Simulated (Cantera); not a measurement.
Input: 1 mol SiC, 0.059 mol N₂O, 35 mol N₂, equilibrated at 2075 K and 0.0340 bar.

Equilibrium computed with Cantera from the NASA thermochemical tables; the gas is ideal and each condensed phase is pure. Candidate condensed phases: C, Si, SiC, SiO₂, Si₂N₂O, Si₃N₄; 34 gas species. The tables' values for SiN are old estimates; treat these amounts as uncertain. Equilibrium is a limit: real reactors are often held back by kinetics, nucleation or transport.

**Question.** What is the equilibrium state?

**Answer.** 
```
Quantity                                   Result
--------------------------------------  ---------
x(N₂)                                       0.997
x(CO)                                     0.00137
x(Si)                                    0.000962
x(SiO)                                   0.000304
x(SiN)                                    3.88e-5
x(Si₂C)                                   3.57e-5
x(Si₂N)                                   1.53e-5
x(Si₂)                                    3.81e-6
x(SiC₂)                                   2.77e-6
n(SiC(s))                               0.950 mol
gas amount                              35.15 mol
log10 activity of Si(l) (absent)            -0.49
log10 activity of C(graphite) (absent)      -0.65
```
